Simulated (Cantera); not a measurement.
An isothermal, constant-pressure homogeneous reactor starts with CH4 : H2O = 1 : 4.2 (molar parts), at 1325 K and 750 Torr.

Computed with Cantera and GRI-Mech 3.0 (53 species, 325 reactions).

Predict: x(CH4) at 7.00 s; x(H2O) at 7.00 s; x(H2) at 7.00 s; x(CH2O) at 7.00 s.


* **x(CH4) at 7.00 s**: 0.149 (gas-phase equilibrium 1.09e-6)
* **x(H2O) at 7.00 s**: 0.777 (gas-phase equilibrium 0.400)
* **x(H2) at 7.00 s**: 0.0557 (gas-phase equilibrium 0.461)
* **x(CH2O) at 7.00 s**: 1.20e-6 (gas-phase equilibrium 2.03e-8)
